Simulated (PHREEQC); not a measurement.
1 kg of water holding 0.085 mol MgCl2 meets 20 L of dry gas (N2 1 by moles) at fixed total pressure, at 25 °C; fugacities by Peng-Robinson. The gases take part in no redox reaction, some water evaporates into the gas, and hydrates or a liquid gas phase aren't modelled. Nothing may precipitate in this run.

All values are PHREEQC results (ion-association model, phreeqc.dat), not measurements.

```
P (atm)  dissolved N2 (mol/kgw)  φ of N2
-------  ----------------------  -------
2                       0.00124    0.999
5                       0.00310    0.998
10                      0.00618    0.996
20                       0.0122    0.992
30                       0.0180    0.988
40                       0.0236    0.985
50                       0.0291    0.982
75                       0.0421    0.976
100                      0.0543    0.972
150                      0.0766    0.970
200                      0.0966    0.974
300                       0.132    0.998
400                       0.162    1.038
```
